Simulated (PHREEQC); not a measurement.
1.4 g of hydrous ferric oxide (600 m²/g; 0.2 weak and 0.005 strong sites per Fe, Dzombak-Morel constants, diffuse double layer) in 1 kg of water with 0.01 mol/kgw of an inert sodium salt and 1e-05 mol/kgw Na2SO4, at 25 °C; the pH is set by adding NaOH or the inert anion's acid. Oxygen alone is held at its pressure in air (log pO2 = -0.68). The system is closed to CO2. Nothing may precipitate in this run.

The numbers come from PHREEQC with the ion-association model, wateq4f.dat.

**Question.** Predict S sorbed (%), surface charge σ (C/m²), surface potential ψ (mV) at pH = 5, 5.5, 6.5, 9.

**Answer.** 
```tsv
pH	S sorbed (%)	surface charge σ (C/m²)	surface potential ψ (mV)
5	99.9	0.114	151
5.5	99.7	0.077	132
6.5	89.2	0.030	86
9	0.0	-0.013	-49
```

Complexes and solids missing from the database can't appear. The oxide is taken as insoluble; below pH 4 it would dissolve.
